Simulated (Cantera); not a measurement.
Input: 1 mol SiHCl₃, 3.5 mol N₂, equilibrated at 927 °C and 0.133 bar.

Method: chemical equilibrium by Gibbs-energy minimisation in Cantera with the NASA 1993 tables (ideal gas, pure condensed phases). Candidate condensed phases: NH₄Cl, Si, Si₃N₄; 28 gas species. N₂ is the only nitrogen source here; it is nearly inert below about 1500 K, so the nitride shown seldom forms there in practice. The tables' values for SiCl₃ are old estimates; treat these amounts as uncertain. Kinetics and transport are ignored.

Task: What is the equilibrium state?

Result: 
* **x(N₂)**: 0.690
* **x(HCl)**: 0.164
* **x(SiCl₄)**: 0.119
* **x(H₂)**: 0.0251
* **x(SiCl₃)**: 0.00126
* **x(SiHCl₃)**: 0.000493
* **x(SiCl₂)**: 0.000116
* **n(Si₃N₄(s))**: 0.146 mol
* **gas amount**: 4.650 mol
* **log10 activity of Si(s) (absent)**: -4.34
